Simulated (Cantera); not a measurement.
A closed system holds: 1 mol acetone, 0.21 mol H₂O, 1.1 mol H₂, equilibrated at 1.00 bar.

Method: chemical equilibrium by Gibbs-energy minimisation in Cantera with the NASA 1993 tables (ideal gas, pure condensed phases). Candidate condensed phases: C, C₆H₆, C₇H₈, C₈H₁₈, H₂O; 110 gas species. The feed counts by its element totals alone. Equilibrium is a limit: real reactors are often held back by kinetics, nucleation or transport.

log p: log10 of the partial pressure in bar; n: condensed amount in mol.

```json
[
 {"T (K)": "2075", "log p H₂": "-0.11", "log p CO": "-0.66", "log p H": "-2.63", "log p C₂H₂ (acetylene)": "-3.02", "log p C₄H₂": "-6.32", "log p C₂H": "-7.16", "n C(graphite)": "1.78"},
 {"T (K)": "2175", "log p H₂": "-0.11", "log p CO": "-0.66", "log p H": "-2.37", "log p C₂H₂ (acetylene)": "-2.76", "log p C₄H₂": "-5.80", "log p C₂H": "-6.51", "n C(graphite)": "1.77"},
 {"T (K)": "2275", "log p H₂": "-0.11", "log p CO": "-0.66", "log p H": "-2.13", "log p C₂H₂ (acetylene)": "-2.53", "log p C₄H₂": "-5.34", "log p C₂H": "-5.92", "n C(graphite)": "1.76"},
 {"T (K)": "2375", "log p H₂": "-0.12", "log p CO": "-0.66", "log p H": "?", "log p C₂H₂ (acetylene)": "?", "log p C₄H₂": "?", "log p C₂H": "?", "n C(graphite)": "1.74"},
 {"T (K)": "2475", "log p H₂": "-0.12", "log p CO": "-0.66", "log p H": "-1.71", "log p C₂H₂ (acetylene)": "-2.13", "log p C₄H₂": "-4.53", "log p C₂H": "-4.89", "n C(graphite)": "1.71"},
 {"T (K)": "2575", "log p H₂": "-0.13", "log p CO": "-0.67", "log p H": "?", "log p C₂H₂ (acetylene)": "?", "log p C₄H₂": "?", "log p C₂H": "?", "n C(graphite)": "1.66"},
 {"T (K)": "2675", "log p H₂": "-0.14", "log p CO": "-0.67", "log p H": "-1.36", "log p C₂H₂ (acetylene)": "-1.81", "log p C₄H₂": "-3.85", "log p C₂H": "-4.02", "n C(graphite)": "1.61"},
 {"T (K)": "2775", "log p H₂": "-0.15", "log p CO": "-0.67", "log p H": "-1.20", "log p C₂H₂ (acetylene)": "-1.67", "log p C₄H₂": "-3.56", "log p C₂H": "-3.63", "n C(graphite)": "1.53"}
]
```

Problem. What belongs in the gaps?

Solution. 
- 2575, log p H: -1.52
- 2575, log p C₂H₂ (acetylene): -1.96
- 2575, log p C₄H₂: -4.18
- 2575, log p C₂H: -4.43
- 2375, log p H: -1.91
- 2375, log p C₂H₂ (acetylene): -2.32
- 2375, log p C₄H₂: -4.92
- 2375, log p C₂H: -5.38
